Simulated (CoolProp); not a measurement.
Vapour-liquid equilibrium of R13 (1) + R11 (2) at -46.55 °C; x and y are mole fractions of (1).

The numbers come from the multi-fluid Helmholtz-energy mixture model, Platzer 1990 and Jacobsen 1992; pair parameters Bell 2016 in CoolProp. This equation is an older, rougher fit; its heat capacities, sound speeds and derivatives of the liquid may be far off and weren't checked against measurements.

```csv
x,bubble pressure (bar),y at the bubble point,dew pressure at overall composition x (bar),liquid density (mol/L)
0.05,0.4655,0.930,0.03517,12.01
0.2,1.531,0.980,0.04174,12.29
0.35,2.311,0.988,0.05134,12.56
0.5,2.902,0.992,0.06668,12.81
0.65,3.401,0.994,0.09510,13.02
0.8,3.902,0.996,0.1658,13.16
0.95,4.513,0.999,0.6453,13.20
```

No azeotrope shows between x = 0.05 and 0.95.

The pair parameters rest on a limited set of measurements; away from them the model extrapolates. With so large a gap from Raoult's law the liquid may split in two, which this calculation doesn't test in full.
